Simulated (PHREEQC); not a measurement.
Consider water at 45 °C with 0.0012 mol/kgw AgF and 0.014 mol/kgw LiCl. Closed to the air; pH follows from the charge balance.

Computed with PHREEQC (ion-association model, wateq4f.dat).

Precipitation was switched off in this run.

Q: Estimate the pH.

A: pH 6.94.

Q: In which forms is Ag present?

A: AgCl2- 49 %, AgCl 46 %, Ag+ 3.5 %, AgCl3-2 1.2 % of the Ag.

Examples of supersaturated solids here: Cerargyrite. Others may be too. Complexes and solids missing from the database can't appear. Constants without temperature data keep their 25 °C values here.
